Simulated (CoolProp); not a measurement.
Model: reference Helmholtz-energy equation of state, Lemmon 2006, in CoolProp. It is a short technical equation, of lower accuracy than the large ones.

Task: Give the vapour pressure (kPa), vapour density (kg/m³), enthalpy of vaporisation (kJ/kg) of saturated n-nonane at 414.4 K.

Result: 
```
T (K)  p (kPa)  vapour density (kg/m³)  enthalpy of vaporisation (kJ/kg)
-----  -------  ----------------------  --------------------------------
414.4     78.2                    3.06                               295
```
